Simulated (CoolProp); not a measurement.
Vapour-liquid equilibrium of ethanol (1) + n-octane (2) at 82.35 °C; x and y are mole fractions of (1).

Computed with CoolProp (multi-fluid Helmholtz-energy mixture model, Schroeder 2014 and Beckmüller 2019; pair parameters Bell 2016).

Question: Give the bubble pressure and the first vapour's composition at x = 0.2, 0.5, 0.8. Is there an azeotrope?

Answer: x = 0.2: 1.060 bar, y = 0.779; x = 0.5: 1.159 bar, y = 0.806; x = 0.8: 1.196 bar, y = 0.845. y crosses x between x = 0.8 and 0.95: the model has an azeotrope there.

Pair parameters are fitted to limited data, so mixtures are less certain than the pure fluids. With so large a gap from Raoult's law the liquid may split in two, which this calculation doesn't test in full.
